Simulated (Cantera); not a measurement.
A perfectly stirred reactor is fed with 19.9 % N₂O, 0.379 % H₂, 79.7 % N₂, at 4.80 Torr; it is held at 1600 K, and followed from long to short residence time.

Detailed kinetics in Cantera: GRI-Mech 3.0 (53 species, 325 reactions). GRI-Mech 3.0 was tuned for natural gas; its chemistry of N2O as a main component is partial and can be far from experiment. Radical loss at walls, strong at low pressure, is not modelled. The temperature is held fixed by assumption; the heat of reaction is taken as removed at once.

### Question
Predict: x(N₂O) at τ = 1.30 s; x(H₂) at τ = 1.30 s; x(HO₂) at τ = 1.30 s; x(OH) at τ = 1.30 s; x(N₂O) at τ = 15.0 ms; x(H₂) at τ = 15.0 ms; x(HO₂) at τ = 15.0 ms; x(OH) at τ = 15.0 ms; x(H₂O₂) at τ = 15.0 ms.

### Answer
```
Item                       Value
----------------------  --------
x(N₂O) at τ = 1.30 s      0.0743
x(H₂) at τ = 1.30 s      5.03e-5
x(HO₂) at τ = 1.30 s     5.11e-7
x(OH) at τ = 1.30 s     0.000163
x(N₂O) at τ = 15.0 ms      0.194
x(H₂) at τ = 15.0 ms     0.00180
x(HO₂) at τ = 15.0 ms    7.28e-6
x(OH) at τ = 15.0 ms    0.000247
x(H₂O₂) at τ = 15.0 ms   8.35e-9
```
